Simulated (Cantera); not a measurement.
## Hydrogen reduction and annealing atmospheres: Fe2O3 + H2 + H2O

Charge: 1 mol Fe2O3, 53 mol H2, 0.15 mol H2O, at 1623 K and 0.530 bar.

Equilibrium computed with Cantera from the NASA thermochemical tables; the gas is ideal and each condensed phase is pure. Candidate condensed phases: Fe, FeO, Fe(OH)2, Fe(OH)3, Fe2O3, Fe3O4, H2O; 12 gas species. Kinetics and transport are ignored.

```json
{
 "x(H2)": "0.941",
 "x(H2O)": "0.0593",
 "x(H)": "9.21e-5",
 "x(Fe)": "3.15e-6",
 "n(Fe(γ))": "2.00 mol",
 "gas_amount": "53.15 mol"
}
```
